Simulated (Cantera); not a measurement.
What does this Cantera script print?

```python
import numpy as np
import cantera as ct

gas_names = [...]  # 127 gases of nasa_gas.yaml made of C, Fe, H, O, S
cond_names = """
    C(gr) C6H6(L) C7H8(L) C8H18(L),n-octa Fe(a) Fe(c) Fe(d) Fe(L) FeC5O5(L) FeO(s) FeO(L) Fe(OH)2(s)
    Fe(OH)3(s) FeS(a) FeS(b) FeS(c) FeS(L) FeSO4(s) FeS2(s) Fe2O3(s) Fe2S3O12(s) Fe3O4(s) H2O(s) H2O(L)
    H2SO4(L) S(cr1) S(cr2) S(L)
""".split()


# ... load() reads the species with a 1 bar reference pressure and builds the phases ...
atoms = {
    'Fe': {'Fe': 1},
    'CO': {'C': 1, 'O': 1},
    'H2S': {'H': 2, 'S': 1},
}
top_T = {'C(gr)': 4500, 'FeSO4(s)': 950, 'FeS2(s)': 1010, 'Fe2O3(s)': 1830, 'Fe2S3O12(s)': 1100, 'Fe3O4(s)': 1870}  # K; cautious upper limits of use, not melting points


# ... equilibrate(T, P, feed) seeds the gas with the atoms and calls Mixture.equilibrate('TP', solver="vcs", rtol=1e-11, max_steps=5000) ...
results = []
feed = {'Fe': 1, 'CO': 1.3, 'H2S': 2}  # mol
P = 38  # Pa
for T in [1023, 1123, 1223, 1323, 1423, 1523, 1623, 1723, 1823]:
    mix = equilibrate(T, P, feed)
    results.append((T, P, feed, dict(zip(mix.species_names, mix.species_moles))))

top = {s: max(r[3][s] / sum(r[3][g] for g in gas_names) for r in results) for s in gas_names}
cols = sorted((s for s in top if top[s] > 0.001), key=lambda s: -top[s])[:7]
seen = [c for c in cond_names if any(r[3].get(c, 0) > 1e-12 for r in results)]
print("log10 of partial pressures in bar; condensed amounts in mol")
print(f"{'T/K':>10s}" + "".join(f"{s[:9]:>10s}" for s in cols + seen))
for T, P, feed, n in results:
    ng = sum(n[g] for g in gas_names)
    print(f"{T:10.4g}" + "".join(f"{np.log10(max(n[s] / ng * P / 1e5, 1e-99)):10.3f}" for s in cols)
          + "".join(f"{n.get(c, 0):10.4g}" for c in seen))
```

Output:

```
log10 of partial pressures in bar; condensed amounts in mol
       T/K        H2        CO        S2       H2S        Fe         S         H     Fe(c)     Fe(d)     Fe(L)    FeS(c)    FeS(L)
      1023    -3.823    -3.859    -4.738    -4.165   -15.888   -10.276   -10.295         0         0         0         1         0
      1123    -3.767    -3.869    -4.501    -4.400   -13.449    -9.174    -9.254         0         0         0         1         0
      1223    -3.736    -3.877    -4.401    -4.662   -11.368    -8.301    -8.390         0         0         0         1         0
      1323    -3.720    -3.881    -4.356    -4.915    -9.589    -7.579    -7.660         0         0         0         1         0
      1423    -3.712    -3.883    -4.336    -5.149    -8.058    -6.968    -7.034         0         0         0    0.9999         0
      1523    -3.709    -3.885    -4.328    -5.361    -6.774    -6.440    -6.491         0         0         0         0    0.9983
      1623    -3.752    -3.927    -4.130    -5.495    -5.777    -5.882    -6.036     0.692         0         0         0    0.2897
      1723    -3.779    -3.953    -4.092    -5.673    -5.040    -5.457    -5.629         0    0.8937         0         0         0
      1823    -3.827    -3.997    -4.150    -5.901    -4.390    -5.125    -5.277         0         0    0.4753         0         0
```

Equilibrium computed with Cantera from the NASA thermochemical tables; the gas is ideal and each condensed phase is pure. Metal and sulfide melt together well below either melting point, which pure phases cannot show. Mutual solubility and eutectic melting of coexisting phases are not modelled. FeS: taken at fixed stoichiometry. Gases not in the tables: S3 to S7.
